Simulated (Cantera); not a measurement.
Charge: 1 mol MgCO3, 2.7 mol CO2, 0.27 mol H2, held at 573 K and 24.0 Pa.

These are equilibrium values from Cantera (NASA tables, ideal gas, pure condensed phases), not measurements of a reactor. Candidate condensed phases: C, C6H6, C7H8, C8H18, H2O, Mg, MgCO3, MgO, Mg(OH)2; 116 gas species. Kinetics and transport are ignored.

Base state: CO2 0.903, H2 0.0386, H2O 0.0293, CO 0.0292, CH4 4.96e-5 (mole fractions); condensed: MgO(s).

Q: What changes in the equilibrium state with this change: MgCO3 replaced by Mg(OH)2?

A: 
```tsv
species	before	after
CO2	0.903	0.676
H2O	0.0293	0.256
H2	0.0386	0.0639
CO	0.0292	0.00413
CH4	4.96e-5	3.62e-6
MgO(s), mol	1.00	1.00
```
